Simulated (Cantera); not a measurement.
A closed system holds: 1 mol Si₃N₄, 8.7 mol H₂, at 1477 °C and 0.00200 bar.

Cantera equilibrium calculation (NASA polynomials, part measured and part estimated; ideal gas, pure solids and liquids). Candidate condensed phases: Si, Si₃N₄; 18 gas species. Gases not in the tables: Si₂H₆ and higher silanes. The numbers say what is thermodynamically allowed, not how fast it happens.

Base state: H₂ 0.808, N₂ 0.186, H 0.00468, Si 0.000751, SiH 3.99e-5, SiH₂ 1.68e-5, Si₂N 1.27e-5 (mole fractions); condensed: Si(l).

### Question
What changes in the equilibrium state with this change: temperature from 1477 °C to 2225 °C?

### Answer
```
species       before     after
----------  --------  --------
H₂             0.808     0.361
H            0.00468     0.335
Si          0.000751     0.180
N₂             0.186     0.122
Si₂          3.88e-6  0.000369
SiN          7.47e-6  0.000284
SiH          3.99e-5   0.00128
SiH₂         1.68e-5   2.82e-5
Si₂N         1.27e-5   1.94e-5
Si(l), mol      2.99         0
```
The tables' values for SiN are old estimates; treat these amounts as uncertain.

### Question
What changes in the equilibrium state with this change: Si₃N₄ replaced by TiC?

### Answer
| species | before | after |
|---|---|---|
| H₂ | 0.808 | 0.995 |
| H | 0.00468 | 0.00519 |
| N₂ | 0.186 | 0 |
| Si | 0.000751 | 0 |
| SiH | 3.99e-5 | 0 |
| SiH₂ | 1.68e-5 | 0 |
| Si(l), mol | 2.99 | 0 |
| TiC(s), mol | 0 | 1.000 |
TiC: taken at fixed stoichiometry. Further candidate phases: C, C₆H₆, C₇H₈, C₈H₁₈, Ti, TiC.

### Question
What changes in the equilibrium state with this change: temperature from 1477 °C to 2277 °C?

### Answer
```json
[
 {"species": "H", "before": "0.00468", "after": "0.391"},
 {"species": "H₂", "before": "0.808", "after": "0.315"},
 {"species": "Si", "before": "0.000751", "after": "0.174"},
 {"species": "N₂", "before": "0.186", "after": "0.117"},
 {"species": "Si₂", "before": "3.88e-6", "after": "0.000255"},
 {"species": "SiN", "before": "7.47e-6", "after": "0.000250"},
 {"species": "SiH", "before": "3.99e-5", "after": "0.00107"},
 {"species": "Si₂N", "before": "1.27e-5", "after": "1.09e-5"},
 {"species": "Si(l), mol", "before": "2.99", "after": "0"}
]
```
The tables' values for SiN are old estimates; treat these amounts as uncertain.
